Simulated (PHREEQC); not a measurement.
## Copper plating or etch bath: speciation

Make-up at 20 °C: 84 mmol/kgw CuCl2, 0.38 mmol/kgw HBF4 and 1.6 mmol/kgw Na2SO4. Closed to the air; pH follows from the charge balance.

All values are PHREEQC results (ion-association model, phreeqc.dat), not measurements.

No solid was allowed to form.

Q: Estimate the pH.

A: pH 3.11.

Q: In which forms is B present?

A: H3BO3 98 %, BF2(OH)2- 1.1 %, BF4- 0.8 %, BF3OH- 0.5 % of the B.

Complexes and solids missing from the database can't appear. Real BF4- forms and hydrolyses slowly; the run takes it at equilibrium.
